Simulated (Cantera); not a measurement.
Input: 1 mol Si₂H₆, 59 mol N₂, at 852 °C and 10.0 mbar.

Equilibrium computed with Cantera from the NASA thermochemical tables; the gas is ideal and each condensed phase is pure. Candidate condensed phases: Si, Si₃N₄; 18 gas species. The feed counts by its element totals alone. N₂ is the only nitrogen source here; it is nearly inert below about 1500 K, so the nitride shown seldom forms there in practice. Equilibrium is a limit: real reactors are often held back by kinetics, nucleation or transport.

What is the equilibrium state?


| Item | Result |
|---|---|
| x(N₂) | 0.951 |
| x(H₂) | 0.0495 |
| n(Si₃N₄(s)) | 0.667 mol |
| gas amount | 60.67 mol |
| log10 activity of Si(s) (absent) | -4.40 |
